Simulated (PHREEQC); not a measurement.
# Metal-bearing waste water: an equilibrium model

A solution holds 160 mmol/kgw ZnSO4, 0.15 mmol/kgw CuCl2 and 1.8 mmol/kgw H2SO4, at 25 °C. Closed to the air; pH follows from the charge balance.

Model: ion-association model, phreeqc.dat, run in PHREEQC.

No solid was allowed to form.

Q: Estimate the pH, ionic strength, density.

A: pH 2.93; ionic strength 0.315 mol/kgw; density 1.023 g/cm³.

Q: In which forms is Cu present?

A: Cu+2 58 %, CuSO4 42 % of the Cu.

Species that the database lacks are ignored.
